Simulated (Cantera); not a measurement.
An adiabatic, constant-pressure homogeneous reactor starts with CH₃OH : O₂ : N₂ : H₂O = 1 : 0.652 : 3.78 : 0.14 (molar parts), equivalence ratio 2.3, at 1525 K and 74000 Pa.

Cantera simulation using GRI-Mech 3.0 (53 species, 325 reactions); the numbers are that mechanism's predictions, not measurements. GRI-Mech 3.0 was tuned for natural gas; its chemistry of methanol as a main component is partial and can be far from experiment.

x: mole fraction; the columns are a selection and need not sum to one.

```csv
t (s),T (K),x CH₃OH,x O₂,x H₂O,x OH,x NO,x O
8.00e-6,1525,0.179,0.117,0.0252,?,<1e-12,3.18e-8
2.05e-5,1525,0.179,0.117,0.0253,?,<1e-12,3.79e-8
5.28e-5,1526,0.177,0.116,0.0260,?,2.52e-12,6.38e-8
0.000136,1552,0.154,0.106,0.0382,?,2.80e-11,4.81e-7
0.000348,2149,<1e-12,0.000521,0.167,?,6.94e-6,0.000871
0.000894,2266,<1e-12,0.000131,0.174,?,1.46e-5,0.000220
0.00230,2318,<1e-12,3.36e-5,0.177,?,2.09e-5,5.70e-5
0.00590,2332,<1e-12,1.76e-5,0.178,0.00115,2.77e-5,3.01e-5
0.0152,2333,<1e-12,1.68e-5,0.178,0.00113,4.13e-5,2.87e-5
0.0389,2333,<1e-12,1.68e-5,0.178,0.00113,7.07e-5,2.86e-5
0.100,2332,<1e-12,1.67e-5,0.178,0.00112,0.000110,2.85e-5
```

Q: What belongs in the gaps?

A: 
- 8.00e-6, x OH: 4.44e-7
- 2.05e-5, x OH: 7.02e-7
- 5.28e-5, x OH: 2.40e-6
- 0.000136, x OH: 2.76e-5
- 0.000348, x OH: 0.00516
- 0.000894, x OH: 0.00293
- 0.00230, x OH: 0.00157
